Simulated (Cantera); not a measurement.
A closed system holds: 1 mol SiCl4, 0.81 mol Cl2, 0.68 mol H2, held at 1252 °C and 0.730 bar.

These are equilibrium values from Cantera (NASA tables, ideal gas, pure condensed phases), not measurements of a reactor. Candidate condensed phases: Si; 19 gas species. The tables' values for SiCl3 are old estimates; treat these amounts as uncertain. The numbers say what is thermodynamically allowed, not how fast it happens.

Base state: HCl 0.542, SiCl4 0.398, Cl2 0.0434, Cl 0.0168, SiCl3 9.74e-5 (mole fractions); condensed: gas only.

### Question
What changes in the equilibrium state with this change: temperature from 1252 °C to 1000 °C?

### Answer
```tsv
species	before	after
HCl	0.542	0.545
SiCl4	0.398	0.401
Cl2	0.0434	0.0509
Cl	0.0168	0.00256
SiCl3	9.74e-5	1.41e-6
```
